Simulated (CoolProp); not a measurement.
Properties of normal hydrogen along the isotherm 78.9 K (Tc = 33.1 K, pc = 1296 kPa, ω = -0.219).

Computed with CoolProp (reference Helmholtz-energy equation of state, Leachman 2009).

```json
[
 {"p (kPa)": "405", "phase": "gas", "cv (kJ/(kg K))": "6.560", "conductivity (mW/(m K))": "56.6"},
 {"p (kPa)": "810", "phase": "gas", "cv (kJ/(kg K))": "6.582", "conductivity (mW/(m K))": "58.0"},
 {"p (kPa)": "1220", "phase": "gas", "cv (kJ/(kg K))": "6.604", "conductivity (mW/(m K))": "59.5"},
 {"p (kPa)": "1620", "phase": "supercritical", "cv (kJ/(kg K))": "6.624", "conductivity (mW/(m K))": "60.8"},
 {"p (kPa)": "2030", "phase": "supercritical", "cv (kJ/(kg K))": "6.644", "conductivity (mW/(m K))": "62.1"},
 {"p (kPa)": "2430", "phase": "supercritical", "cv (kJ/(kg K))": "6.663", "conductivity (mW/(m K))": "63.4"},
 {"p (kPa)": "2840", "phase": "supercritical", "cv (kJ/(kg K))": "6.682", "conductivity (mW/(m K))": "64.7"},
 {"p (kPa)": "3240", "phase": "supercritical", "cv (kJ/(kg K))": "6.700", "conductivity (mW/(m K))": "65.9"}
]
```

Thermal conductivity comes from a separate model (Assael 2011).
